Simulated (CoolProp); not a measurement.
Properties of benzene along the isotherm 573.1 K (Tc = 562.0 K, pc = 49.06 bar, ω = 0.211).

The numbers come from the reference Helmholtz-energy equation of state, Thol 2012 in CoolProp.

```csv
p (bar),phase,isothermal compressibility (1/MPa),viscosity (µPa s),conductivity (mW/(m K)),fugacity coefficient
30.7,gas,0.4542,14.9,42.7,0.8053
61.3,supercritical,0.2129,44.7,68.5,0.5961
92,supercritical,0.03072,63.1,73.0,0.4419
123,supercritical,0.01674,72.2,77.8,0.3639
153,supercritical,0.01173,78.8,81.7,0.3196
184,supercritical,0.009006,84.7,85.2,0.2902
215,supercritical,0.007336,89.9,88.3,0.2705
245,supercritical,0.006236,94.4,91.0,0.2574
```

Viscosity comes from a separate model (Avgeri 2014). Thermal conductivity comes from a separate model (Assael 2012).
